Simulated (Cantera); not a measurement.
Input: 1 mol C2H5OH, 1.3 mol NH3, 2.3 mol N2, 0.9 mol H2O, at 1 atm.

Equilibrium computed with Cantera from the NASA thermochemical tables; the gas is ideal and each condensed phase is pure. Candidate condensed phases: C, C6H6, C7H8, C8H18, H2O; 136 gas species. Kinetics and transport are ignored.

Problem. Which condensed phases are stable at each of these points (T (K)): 648, 848, 1048, 1248, 1448, 1648, 1848, 2048, 2248, 2448, 2648, 2848, 3048?

Solution. 
| T (K) | condensed phases | C condensed (%) |
|---|---|---|
| 648 | gas only | 0.0 |
| 848 | C(graphite) | 27.6 |
| 1048 | C(graphite) | 7.6 |
| 1248 | C(graphite) | 4.2 |
| 1448 | C(graphite) | 4.5 |
| 1648 | C(graphite) | 4.2 |
| 1848 | C(graphite) | 3.1 |
| 2048 | C(graphite) | 0.5 |
| 2248 | gas only | 0.0 |
| 2448 | gas only | 0.0 |
| 2648 | gas only | 0.0 |
| 2848 | gas only | 0.0 |
| 3048 | gas only | 0.0 |

At 648 K nothing is condensed. From 848 K to 2048 K the condensed part is C(graphite). From 2248 K to 3048 K nothing is condensed.
